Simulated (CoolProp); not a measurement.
Vapour pressure (MPa) of R141b: the reference equation beside estimates from Tc = 477.5 K, pc = 4.212 MPa, ω = 0.220.

Computed with CoolProp (reference Helmholtz-energy equation of state, Lemmon 2006). It is a short technical equation, of lower accuracy than the large ones.

```json
[
 {"T (K)": "283.4", "reference": "0.04395", "Lee-Kesler": "0.04353", "Redlich-Kwong": "0.07686", "Soave-Redlich-Kwong": "0.04389", "Peng-Robinson": "0.04493"},
 {"T (K)": "298.5", "reference": "0.07959", "Lee-Kesler": "0.07907", "Redlich-Kwong": "0.1310", "Soave-Redlich-Kwong": "0.07939", "Peng-Robinson": "0.08044"},
 {"T (K)": "313.7", "reference": "0.1353", "Lee-Kesler": "0.1349", "Redlich-Kwong": "0.2105", "Soave-Redlich-Kwong": "0.1350", "Peng-Robinson": "0.1357"},
 {"T (K)": "328.9", "reference": "0.2175", "Lee-Kesler": "0.2174", "Redlich-Kwong": "0.3209", "Soave-Redlich-Kwong": "0.2173", "Peng-Robinson": "0.2170"},
 {"T (K)": "344", "reference": "0.3325", "Lee-Kesler": "0.3329", "Redlich-Kwong": "0.4672", "Soave-Redlich-Kwong": "0.3328", "Peng-Robinson": "0.3307"},
 {"T (K)": "359.2", "reference": "0.4896", "Lee-Kesler": "0.4905", "Redlich-Kwong": "0.6574", "Soave-Redlich-Kwong": "0.4911", "Peng-Robinson": "0.4864"},
 {"T (K)": "374.4", "reference": "0.6964", "Lee-Kesler": "0.6978", "Redlich-Kwong": "0.8963", "Soave-Redlich-Kwong": "0.7003", "Peng-Robinson": "0.6922"},
 {"T (K)": "389.5", "reference": "0.9597", "Lee-Kesler": "0.9612", "Redlich-Kwong": "1.187", "Soave-Redlich-Kwong": "0.9676", "Peng-Robinson": "0.9554"},
 {"T (K)": "404.7", "reference": "1.292", "Lee-Kesler": "1.293", "Redlich-Kwong": "1.540", "Soave-Redlich-Kwong": "1.306", "Peng-Robinson": "1.290"},
 {"T (K)": "419.9", "reference": "1.702", "Lee-Kesler": "1.703", "Redlich-Kwong": "1.958", "Soave-Redlich-Kwong": "1.724", "Peng-Robinson": "1.704"}
]
```

Absolute difference from the reference over all 10 rows, mean and median: Lee-Kesler 0.3 and 0.2 %, Redlich-Kwong 40.4 and 37.4 %, Soave-Redlich-Kwong 0.5 and 0.3 %, Peng-Robinson 0.6 and 0.5 %.
